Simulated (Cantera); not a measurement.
A freely propagating, adiabatic, planar premixed flame of CO : H2 : O2 : N2 = 1 : 0.042 : 0.434 : 1.63 (molar parts), unburnt at 350 K and 7.60 bar; multicomponent transport, grid criteria slope 0.08 and curve 0.16, no radiation.

Model: GRI-Mech 3.0 (53 species, 325 reactions), integrated in Cantera. The hydrogen kinetics of GRI-Mech 3.0 are dated; newer H2 mechanisms differ, most at raised pressure. Burning velocities carry a grid error of a few per cent, more on coarse grids.

Problem. Predict: laminar burning velocity; thermal thickness; peak x(H).

Solution. 
- laminar burning velocity: 37.5 cm/s
- thermal thickness: 0.0925 mm
- peak x(H): 0.00291
